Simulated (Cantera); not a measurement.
A perfectly stirred reactor is fed with CH₄ : CO : O₂ : N₂ = 1 : 0.57 : 5.71 : 21.5 (molar parts), at 63000 Pa; it is adiabatic with a 700 K inlet, and is followed from long to short residence time, starting on the burning branch (τ in s: 0.38, 0.12, 0.04, 0.013, 0.0042, 0.0014, 0.00045, 0.00015, 4.7e-05).

Model: GRI-Mech 3.0 (53 species, 325 reactions), integrated in Cantera.

Task: What does this change do: pressure from 63000 Pa to 830000 Pa?

Result: 
```tsv
quantity	before	after
blow-out, bracketed by the residence times tried	burning at 0.450 ms, out at 0.150 ms	burning at 1.40 ms, out at 0.450 ms
x(CH₄) at τ = 0.380 s	5.40e-6	2.40e-6
x(CO) at τ = 0.380 s	0.000185	4.38e-5
x(O₂) at τ = 0.380 s	0.120	0.120
x(CH₃) at τ = 0.380 s	8.70e-7	3.23e-7
x(H) at τ = 0.380 s	5.78e-6	7.57e-8
x(CH₄) at τ = 4.20 ms	9.28e-5	6.97e-5
x(CO) at τ = 4.20 ms	0.00379	0.00141
x(O₂) at τ = 4.20 ms	0.121	0.121
x(CH₃) at τ = 4.20 ms	9.38e-6	9.71e-6
x(H) at τ = 4.20 ms	0.000385	3.42e-6
```

Task: What does this change do: pressure from 63000 Pa to 600000 Pa?

Result: 
```json
[
 {"quantity": "blow-out, bracketed by the residence times tried", "before": "burning at 0.450 ms, out at 0.150 ms", "after": "burning at 1.40 ms, out at 0.450 ms"},
 {"quantity": "x(CH₄) at τ = 0.380 s", "before": "5.40e-6", "after": "2.76e-6"},
 {"quantity": "x(CO) at τ = 0.380 s", "before": "0.000185", "after": "5.22e-5"},
 {"quantity": "x(O₂) at τ = 0.380 s", "before": "0.120", "after": "0.120"},
 {"quantity": "x(CH₃) at τ = 0.380 s", "before": "8.70e-7", "after": "3.95e-7"},
 {"quantity": "x(H) at τ = 0.380 s", "before": "5.78e-6", "after": "1.19e-7"},
 {"quantity": "x(CH₄) at τ = 4.20 ms", "before": "9.28e-5", "after": "6.92e-5"},
 {"quantity": "x(CO) at τ = 4.20 ms", "before": "0.00379", "after": "0.00148"},
 {"quantity": "x(O₂) at τ = 4.20 ms", "before": "0.121", "after": "0.121"},
 {"quantity": "x(CH₃) at τ = 4.20 ms", "before": "9.38e-6", "after": "9.79e-6"},
 {"quantity": "x(H) at τ = 4.20 ms", "before": "0.000385", "after": "6.05e-6"}
]
```
